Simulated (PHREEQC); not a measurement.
PHREEQC input (ion-association model, phreeqc.dat):

```
SOLUTION_MASTER_SPECIES
  Amm  AmmH+  0  AmmH  17.031  # ammonia with no redox link, constants of NH4+
SOLUTION_SPECIES
  AmmH+ = AmmH+
    -log_k 0
    -gamma 2.5 0
    -dw 1.98e-9
  AmmH+ = Amm + H+
    -log_k -9.252
    -delta_h 12.48 kcal
    -analytic 0.6322 -0.001225 -2835.76
    -dw 2.28e-9
  AmmH+ + SO4-2 = AmmHSO4-
    -log_k 1.11
PHASES
  Amm(g)
    Amm = Amm
    -log_k 1.7966
    -analytic -18.758 3.3670e-4 2.5113e3 4.8619 39.192
    -T_c 405.6
    -P_c 111.3
    -Omega 0.25
EXCHANGE_SPECIES
  AmmH+ + X- = AmmHX
    -log_k 0.6
    -gamma 2.5 0
    -delta_h -2.4
SOLUTION 0
  temp 25
  units mmol/kgw
  pH 7 charge
  Cl 62.61
  Na 26
  Mg 8.8
  K 19
  O(0) 1 O2(g) -0.68
SOLUTION 1-40
  temp 25
  units mmol/kgw
  pH 7 charge
  S(6) 2
  Amm 4
  Cl 4.21
  Na 4.2
  O(0) 1 O2(g) -0.68
END
EXCHANGE 1-40
  X 0.04
  -equilibrate 1
END
SELECTED_OUTPUT 1
  -reset false
  -pH true
  -pe true
  -ionic_strength true
  -water true
  -step true
  -totals Amm Cl K Mg Na S S(-2) S(6)
  -molalities AmmHX NaX MgX2 KX
  -saturation_indices Halite Sylvite
PRINT
  -reset false
TRANSPORT
  -cells 40
  -shifts 160
  -lengths 0.0125
  -time_step 60
  -dispersivities 0.025
  -boundary_conditions flux flux
  -correct_disp true
  -punch_cells 40
  -punch_frequency 5
END
# ... the last block is repeated for the other 32 points of pore volumes
```

Selected output (columns that matter, 10 of 33 rows; pore volumes added in front):

```
pore volumes	pH	mu	Amm	Cl	K	Mg	Na	S	m_NaX	m_MgX2	m_KX	si_Halite	si_Sylvite
0	5.0803	0.010026	0.004	0.00421	0	0	0.0042	0.002	0.0084137	0	0	-6.4149	-1000
0.5125	5.0785	0.011082	0.0045415	0.0054039	4.3688e-19	0	0.0047706	0.0019591	0.0084137	0	3.8524e-18	-6.255	-21.626
0.8875	5.0495	0.03136	0.014894	0.028104	1.3228e-06	6.8882e-16	0.015562	0.0011817	0.008343	9.2723e-15	3.5505e-06	-5.0748	-8.48
1.3875	5.0234	0.056638	0.026786	0.05603	0.0024378	1.3514e-05	0.02722	0.00022535	0.007439	4.9824e-05	0.0033385	-4.5678	-4.9529
1.7625	5.0328	0.062521	0.020906	0.06128	0.010189	0.0011263	0.028014	4.5548e-05	0.0060142	0.0025793	0.010963	-4.5229	-4.2999
2.2625	5.0591	0.068118	0.0074931	0.062481	0.017022	0.0056271	0.02671	4.408e-06	0.0045168	0.0080063	0.014427	-4.541	-4.075
2.6375	5.0694	0.070092	0.0028508	0.062589	0.018472	0.0075015	0.026255	7.0764e-07	0.0042049	0.009575	0.014828	-4.5496	-4.0409
3.1375	5.0743	0.071039	0.00072919	0.062608	0.018945	0.0084308	0.026063	5.8536e-08	0.0040827	0.010295	0.014873	-4.5536	-4.0308
3.5125	5.0754	0.071268	0.00025544	0.06261	0.019005	0.0086583	0.026022	8.8233e-09	0.0040562	0.010469	0.014848	-4.5545	-4.0297
4.0125	5.0758	0.071371	6.1837e-05	0.06261	0.019011	0.0087607	0.026006	6.9564e-10	0.0040451	0.010548	0.014821	-4.5549	-4.0296
```
